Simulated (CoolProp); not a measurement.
Vapour-liquid equilibrium of methanol (1) + benzene (2) at 182.45 °C; x and y are mole fractions of (1).

Computed with CoolProp (multi-fluid Helmholtz-energy mixture model, de Reuck 1993 and Thol 2012; pair parameters Bell 2016).

| x | bubble pressure (bar) | y at the bubble point | dew pressure at overall composition x (bar) | liquid density (mol/L) |
|---|---|---|---|---|
| 0.05 | 13.60 | 0.201 | 11.33 | 8.928 |
| 0.15 | 17.75 | 0.396 | 12.75 | 9.293 |
| 0.25 | 20.56 | 0.495 | 14.49 | 9.724 |
| 0.35 | 22.59 | 0.562 | 16.62 | 10.24 |
| 0.45 | 24.15 | 0.617 | 19.23 | 10.88 |
| 0.55 | 25.44 | 0.671 | 22.22 | 11.67 |
| 0.65 | 26.53 | 0.728 | 24.98 | 12.65 |
| 0.75 | 27.40 | 0.792 | 26.87 | 13.88 |
| 0.85 | 28.05 | 0.867 | 27.93 | 15.41 |
| 0.95 | 28.45 | 0.953 | 28.44 | 17.29 |

No azeotrope shows between x = 0.05 and 0.95.

Pair parameters are fitted to limited data, so mixtures are less certain than the pure fluids.
